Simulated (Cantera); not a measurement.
Charge: 1 mol C2H4, 0.34 mol O2, equilibrated at 7.50 Torr.

These are equilibrium values from Cantera (NASA tables, ideal gas, pure condensed phases), not measurements of a reactor. Candidate condensed phases: C, C6H6, C7H8, C8H18, H2O; 131 gas species. Ions and electrons are included (thermal ionisation). Equilibrium is a limit: real reactors are often held back by kinetics, nucleation or transport.

Which condensed phases are stable at each of these points (T (K)): 3000, 3500, 4000, 4500, 5000?


| T (K) | condensed phases | C condensed (%) |
|---|---|---|
| 3000 | C(graphite) | 36.4 |
| 3500 | gas only | 0.0 |
| 4000 | gas only | 0.0 |
| 4500 | gas only | 0.0 |
| 5000 | gas only | 0.0 |

At 3000 K the condensed part is C(graphite). From 3500 K to 5000 K nothing is condensed.
